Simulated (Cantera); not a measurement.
Charge: 1 mol Si₃N₄, 0.01 mol O₂, 72 mol N₂, at 1998.15 K and 1000 Pa.

Method: chemical equilibrium by Gibbs-energy minimisation in Cantera with the NASA 1993 tables (ideal gas, pure condensed phases). Candidate condensed phases: Si, SiO₂, Si₂N₂O, Si₃N₄; 16 gas species. The tables' values for SiN are old estimates; treat these amounts as uncertain. Rates play no part.

Base state: N₂ 0.995, Si 0.00426, SiO 0.000269, Si₂N 0.000146, SiN 0.000111, Si₂ 4.40e-5 (mole fractions); condensed: Si(l).

What changes in the equilibrium state with this change: temperature from 1998.15 K to 2148.15 K?


```csv
species,before,after
N₂,0.995,0.976
Si,0.00426,0.0220
Si₂N,0.000146,0.000470
Si₂,4.40e-5,0.000318
Si₃,9.44e-6,6.35e-5
SiN,0.000111,0.000408
SiO,0.000269,0.000264
"Si(l), mol",2.62,1.15
```
